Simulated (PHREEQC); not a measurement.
**Copper plating or etch bath**

Dissolve 0.0023 mol/kgw CuCl2 and 6.4e-05 mol/kgw H2SO4 at 25 °C. Closed to the air; pH follows from the charge balance.

The numbers come from PHREEQC with the ion-association model, phreeqc.dat.

This is a speciation only: nothing precipitates in the calculation.

Q: Predict the pH, specific conductance.

A: pH 3.93; specific conductance 599 µS/cm.

Q: In which forms is S present?

A: SO4-2 81 %, CuSO4 19 %, HSO4- 0.7 % of the S.
